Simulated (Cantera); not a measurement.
Charge: 1 mol MgO, a varied amount of N₂, equilibrated at 0.133 bar.

Method: chemical equilibrium by Gibbs-energy minimisation in Cantera with the NASA 1993 tables (ideal gas, pure condensed phases). Candidate condensed phases: Mg, MgO; 13 gas species. Rates play no part.

What condenses at these points (T in °C, n(N₂) in mol): (2277, 3.4); (2227, 0.036); (2627, 3.4); (2227, 0.11); (2077, 1.9)?


```tsv
T (°C)	n(N₂) in mol	condensed phases	Mg condensed (%)
2277	3.4	MgO	94.1
2227	0.036	MgO	100.0
2627	3.4	gas only	0.0
2227	0.11	MgO	99.9
2077	1.9	MgO	99.5
```
